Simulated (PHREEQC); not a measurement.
Consider water at 25 °C with 1.1 mmol/kgw HF, 0.04 mmol/kgw KF and 6.1 mmol/kgw H2SO4. Closed to the air; pH follows from the charge balance.

Computed with PHREEQC (ion-association model, wateq4f.dat).

```tsv
quantity	before	after
pH	2.05	2.13
ionic strength (mol/kgw)	0.0137	0.0104
SO4-2 (mol/kgw)	0.00377	0.00215
HSO4- (mol/kgw)	0.00233	0.00395
HF (mol/kgw)	0.00104	0.00110
F- (mol/kgw)	8.81e-5	4.16e-5
```

Task: Which change was made?
(A) KF from 4e-05 to 8e-05 mol/kgw
(B) diluted 100-fold with water
(C) HF from 0.0011 to 0.0055 mol/kgw
(D) temperature from 25 to 75 °C
(E) temperature from 25 to 30 °C

Result: D, temperature from 25 to 75 °C

Precipitation was switched off in this run. Constants without temperature data keep their 25 °C values here.
